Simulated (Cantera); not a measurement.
**Premixed flame**

A freely propagating, adiabatic, planar premixed flame of CH4 : H2 : O2 : N2 : CO2 = 1 : 0.039 : 1.84 : 6.9 : 0.25 (molar parts), unburnt at 498 K and 1.18 atm; mixture-averaged transport, grid criteria slope 0.08 and curve 0.16, no radiation.

Detailed kinetics in Cantera: GRI-Mech 3.0 (53 species, 325 reactions). Burning velocities carry a grid error of a few per cent, more on coarse grids.

| z (mm) | T (K) | u (m/s) | x CH4 | x H2 | x O2 | x H | x HCO | x N2O |
|---|---|---|---|---|---|---|---|---|
| -1.02 | 498 | 0.754 | 0.0996 | 0.00480 | 0.183 | <1e-8 | <1e-8 | <1e-8 |
| -0.679 | 500 | 0.759 | 0.0992 | 0.00662 | 0.183 | <1e-8 | <1e-8 | <1e-8 |
| -0.509 | 509 | 0.774 | 0.0984 | 0.00888 | 0.182 | <1e-8 | <1e-8 | <1e-8 |
| -0.340 | 575 | 0.880 | 0.0934 | 0.0135 | 0.177 | 1.11e-7 | <1e-8 | <1e-8 |
| -0.170 | 990 | 1.54 | 0.0656 | 0.0211 | 0.141 | 7.16e-5 | 5.40e-7 | <1e-8 |
| -0.0849 | 1408 | 2.21 | 0.0355 | 0.0249 | 0.0989 | 0.000605 | 1.25e-5 | 2.51e-8 |
| 0 | 1790 | 2.83 | 0.00820 | 0.0250 | 0.0510 | 0.00309 | 4.80e-5 | 5.03e-8 |
| 0.0849 | 1944 | 3.08 | 0.000557 | 0.0201 | 0.0242 | 0.00631 | 1.60e-5 | 7.52e-8 |
| 0.170 | 1987 | 3.13 | 1.94e-5 | 0.0174 | 0.0155 | 0.00752 | 9.75e-7 | 8.78e-8 |
| 0.340 | 2033 | 3.19 | 3.58e-8 | 0.0167 | 0.0114 | 0.00717 | 8.66e-8 | 8.88e-8 |
| 0.679 | 2090 | 3.27 | <1e-8 | 0.0158 | 0.00898 | 0.00561 | 5.77e-8 | 8.56e-8 |
| 1.36 | 2154 | 3.35 | <1e-8 | 0.0141 | 0.00655 | 0.00381 | 3.47e-8 | 8.19e-8 |
| 2.72 | 2210 | 3.43 | <1e-8 | 0.0125 | 0.00428 | 0.00242 | 1.96e-8 | 7.56e-8 |
x: mole fraction of selected species; z is measured from the peak of heat release.

| Quantity | Value |
|---|---|
| laminar burning velocity | 75.4 cm/s |
| thermal thickness | 0.340 mm |
| peak x(H) | 0.00761 |
| peak x(HCO) | 4.83e-5 |
| grid points | 152 |
